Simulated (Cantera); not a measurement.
An isothermal, constant-pressure homogeneous reactor starts with 1.62 % CH4, 3.33 % O2, 95.1 % N2, equivalence ratio 0.97, at 1073 K and 4.93 atm.

Model: GRI-Mech 3.0 (53 species, 325 reactions), integrated in Cantera. The temperature is held fixed by assumption; the heat of reaction is taken as removed at once.

x: mole fraction; the columns are a selection and need not sum to one.

```csv
t (s),x CH4,x O2,x H2O,x O,x HCO,x NO2,x NO
0.000100,0.0162,0.0333,1.79e-11,<1e-12,<1e-12,<1e-12,<1e-12
0.000645,0.0162,0.0333,8.86e-10,<1e-12,<1e-12,<1e-12,<1e-12
0.00416,0.0162,0.0333,6.27e-8,6.60e-12,<1e-12,<1e-12,<1e-12
0.0268,0.0162,0.0333,2.52e-6,2.73e-11,<1e-12,<1e-12,<1e-12
0.173,0.0161,0.0332,?,1.19e-10,5.43e-12,<1e-12,<1e-12
1.12,?,?,0.0322,?,7.16e-12,9.39e-10,?
7.21,<1e-12,0.000968,0.0323,3.09e-10,<1e-12,2.84e-9,8.65e-10
46.5,<1e-12,0.000951,0.0323,2.39e-11,<1e-12,1.64e-11,3.74e-9
300,<1e-12,0.000951,0.0323,1.73e-11,<1e-12,1.91e-11,3.80e-9
```

Problem. What belongs in the gaps?

Solution. 
- 0.173, x H2O: 5.15e-5
- 1.12, x CH4: 4.04e-9
- 1.12, x O2: 0.00190
- 1.12, x O: 3.64e-8
- 1.12, x NO: 1.25e-9
